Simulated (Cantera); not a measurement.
Feed: 1 mol SiO2, 1 mol CH4, 0.85 mol H2, held at 1775 K and 56.0 mbar.

Equilibrium computed with Cantera from the NASA thermochemical tables; the gas is ideal and each condensed phase is pure. Candidate condensed phases: C, C6H6, C7H8, C8H18, H2O, Si, SiC, SiO2; 123 gas species. Kinetics and transport are ignored.

Base state: H2 0.587, CO 0.206, SiO 0.206, H 0.000937, H2O 3.05e-5, Si 1.17e-5 (mole fractions); condensed: gas only.

Problem. What changes in the equilibrium state with this change: temperature from 1775 K to 2125 K?

Solution. 
| species | before | after |
|---|---|---|
| H2 | 0.587 | 0.578 |
| CO | 0.206 | 0.205 |
| SiO | 0.206 | 0.205 |
| H | 0.000937 | 0.0117 |
| Si | 1.17e-5 | 9.96e-5 |
| H2O | 3.05e-5 | 0.000105 |

Problem. What changes in the equilibrium state with this change: temperature from 1775 K to 2275 K?

Solution. 
```csv
species,before,after
H2,0.587,0.566
CO,0.206,0.203
SiO,0.206,0.203
H,0.000937,0.0270
Si,1.17e-5,0.000177
H2O,3.05e-5,0.000179
```
